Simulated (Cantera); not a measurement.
**Ignition delay**

Mixture: 4.62 % CH4, 14.9 % O2, 80.4 % N2, equivalence ratio 0.62, at 7500 Torr, adiabatic and at constant pressure. Ignition delay is the time to a rise of 400 K.

Model: GRI-Mech 3.0 (53 species, 325 reactions), integrated in Cantera.

| T0 (K) | delay (ms) |
|---|---|
| 1200 | 5.29 |
| 1300 | 1.65 |
| 1400 | 0.571 |
| 1500 | 0.216 |
| 1600 | 0.0885 |
| 1700 | 0.0397 |
| 1800 | 0.0195 |
| 1900 | 0.0105 |
| 2000 | 0.00612 |

| Item | Value |
|---|---|
| apparent activation energy between 1800 and 2000 K | 170 kJ/mol |
